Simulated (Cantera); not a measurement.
A Cantera script and its output.

```python
import numpy as np
import cantera as ct

surf = ct.Interface("ptcombust.yaml", "Pt_surf")
gas = surf.adjacent["gas"]
gas.TPX = 625, 101325, {'H2': 0.02, 'O2': 0.17, 'N2': 0.79}
surf.TP = 625, 101325
reactor = ct.FlowReactor(gas, clone=False)
reactor.area = 0.0001  # m2
reactor.surface_area_to_volume_ratio = 3900  # 1/m
reactor.mass_flow_rate = 1.2 * reactor.area * gas.density  # inlet velocity 1.2 m/s
reactor.energy_enabled = False
wall = ct.ReactorSurface(surf, reactor, clone=False)
net = ct.ReactorNet([reactor])
net.rtol, net.atol = 1e-8, 1e-16
show, cover = ['H2', 'O2', 'H2O'], ['PT(S)', 'H(S)', 'O(S)', 'OH(S)', 'CO(S)', 'C(S)']

rows = []
print(f"{'z/m':>9s}{'u/(m/s)':>9s}" + "".join(f"{s:>13s}" for s in show + cover))
for z in [4.2e-05, 7e-05, 0.00012, 0.00019, 0.00032, 0.00054, 0.0009, 0.0015, 0.0025, 0.0042]:
    net.advance(z)
    rows.append([reactor.speed, *gas[show].X, *surf[cover].coverages])
    print(f"{z:9.4g}{rows[-1][0]:9.3g}" + "".join(f"{x:13.4e}" for x in rows[-1][1:]))
```

It prints:

```
      z/m  u/(m/s)           H2           O2          H2O        PT(S)         H(S)         O(S)        OH(S)        CO(S)         C(S)
  4.2e-05     1.19   1.1205e-02   1.6963e-01   9.2976e-03   1.1105e-01   6.2937e-08   8.7615e-01   1.2764e-02  -5.3816e-26   4.8677e-30
    7e-05     1.19   8.5799e-03   1.6853e-01   1.1950e-02   8.5585e-02   3.6963e-08   9.0239e-01   1.1989e-02   4.7474e-25   1.0129e-28
  0.00012     1.19   6.0325e-03   1.6747e-01   1.4524e-02   6.0563e-02   1.8513e-08   9.2868e-01   1.0727e-02   6.3051e-25   1.8843e-28
  0.00019     1.19   4.2518e-03   1.6672e-01   1.6323e-02   4.2886e-02   9.4118e-09   9.4769e-01   9.4070e-03   1.5194e-25  -1.3188e-28
  0.00032     1.19   2.7402e-03   1.6609e-01   1.7850e-02   2.7766e-02   4.0763e-09   9.6439e-01   7.8309e-03  -4.5642e-25  -1.3856e-28
  0.00054     1.19   1.7071e-03   1.6566e-01   1.8894e-02   1.7383e-02   1.6812e-09   9.7627e-01   6.3393e-03  -8.1996e-26  -2.1396e-29
   0.0009     1.19   1.0528e-03   1.6539e-01   1.9555e-02   1.0811e-02   6.9386e-10   9.8411e-01   5.0715e-03   2.3295e-26   2.4112e-30
   0.0015     1.19   6.3893e-04   1.6522e-01   1.9973e-02   6.6914e-03   2.8647e-10   9.8928e-01   4.0264e-03  -7.4976e-27  -1.9078e-30
   0.0025     1.19   3.8072e-04   1.6511e-01   2.0234e-02   4.1944e-03   1.2108e-10   9.9260e-01   3.2059e-03  -7.1704e-27  -1.2130e-30
   0.0042     1.19   2.1756e-04   1.6504e-01   2.0399e-02   2.7207e-03   5.3574e-11   9.9469e-01   2.5912e-03  -1.4017e-26  -4.0791e-30
```

Computed with Cantera and Deutschmann's 1995 Pt surface mechanism with GRI-Mech 3.0 gas chemistry. Catalytic surfaces can have several steady states; this one follows from the mechanism file's or the stated starting coverage. Mass transfer to the wall is taken as infinitely fast.
